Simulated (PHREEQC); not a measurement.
Dissolve 0.75 mol/kgw LiCl and 0.75 mol/kgw BaCl2 at 25 °C. Closed to the air; pH follows from the charge balance.

The numbers come from PHREEQC with the Pitzer model, pitzer.dat.

Precipitation was switched off in this run.

### Question
Estimate the activity of water, osmotic coefficient, density.

### Answer
activity of water 0.930; osmotic coefficient 1.074; density 1.142 g/cm³.

Species that the database lacks are ignored.
